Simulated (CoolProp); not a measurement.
Vapour-liquid equilibrium of carbon dioxide (1) + R152A (2) at 253.3 K; x and y are mole fractions of (1).

Values from CoolProp's multi-fluid Helmholtz-energy mixture model, Span 1996 and Outcalt 1996; pair parameters Bell 2016.

```tsv
x	bubble pressure (MPa)	y at the bubble point	dew pressure at overall composition x (MPa)	liquid density (mol/L)
0.05	0.2081	0.430	0.1277	15.47
0.125	0.3397	0.667	0.1384	15.93
0.2	0.4723	0.773	0.1509	16.42
0.275	0.6051	0.833	0.1658	16.93
0.35	0.7380	0.872	0.1839	17.46
0.425	0.8709	0.900	0.2064	18.02
0.5	1.004	0.921	0.2351	18.62
0.575	1.139	0.937	0.2730	19.24
0.65	1.275	0.951	0.3253	19.90
0.725	1.414	0.963	0.4019	20.59
0.8	1.558	0.974	0.5248	21.32
0.875	1.708	0.984	0.7507	22.08
0.95	1.867	0.994	1.261	22.88
```

No azeotrope shows between x = 0.05 and 0.95.

The pair parameters rest on a limited set of measurements; away from them the model extrapolates.
